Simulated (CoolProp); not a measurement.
Properties of trans-2-butene along the isobar 5.32 bar (Tc = 428.6 K, pc = 40.19 bar, ω = 0.210).

Computed with CoolProp (reference Helmholtz-energy equation of state, Lemmon 2005). It is a short technical equation, of lower accuracy than the large ones.

```csv
T (K),phase,cp (kJ/(kg K)),cv (kJ/(kg K)),expansivity (1/kK)
284.5,liquid,2.264,1.573,1.873
302.3,liquid,2.348,1.625,2.060
320,liquid,2.448,…,2.318
337.8,gas,1.897,1.638,4.444
355.6,gas,…,1.683,3.888
373.3,gas,1.948,1.734,3.494
391.1,gas,1.991,…,3.192
408.9,gas,2.040,1.848,2.952
426.6,gas,2.092,1.907,2.756
444.4,gas,2.146,1.966,2.590
462.1,gas,2.200,2.024,2.448
479.9,gas,2.255,…,2.324
497.7,gas,2.309,2.139,2.214
515.4,gas,2.363,2.195,2.116
```

Task: Complete the blanks.

Result: 
- 320, cv (kJ/(kg K)): 1.680
- 355.6, cp (kJ/(kg K)): 1.914
- 391.1, cv (kJ/(kg K)): 1.790
- 479.9, cv (kJ/(kg K)): 2.082
